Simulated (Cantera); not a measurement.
**Diamond growth**

A diamond (100) surface in a fixed gas of H2 with x(CH4) = 0.0031, x(H) = 0.0019, x(CH3) = 0.0002, at 925 K; coverages are run to steady state.

Detailed kinetics in Cantera: the Harris–Goodwin 1993 mechanism for the reconstructed diamond (100) surface.

```csv
P (Pa),growth (µm/h),θ c6HH,θ c6H*,θ c6*H,θ c6**,θ c6HM
320,0.175,0.618,0.0113,0.290,0.00483,0.0596
630,0.374,0.614,0.0112,0.288,0.00480,0.0648
1200,0.743,0.611,0.0111,0.287,0.00478,0.0677
2500,1.59,0.610,0.0111,0.286,0.00477,0.0695
4900,3.15,0.609,0.0111,0.286,0.00476,0.0703
9700,6.28,0.609,0.0111,0.285,0.00476,0.0708
19000,12.3,0.608,0.0112,0.285,0.00476,0.0710
38000,24.7,0.608,0.0112,0.285,0.00477,0.0711
```
θ: site fractions in the mechanism's names (c6HH fully hydrogenated, c6H* and c6*H radical sites, c6** diradical, c6HM methylated).
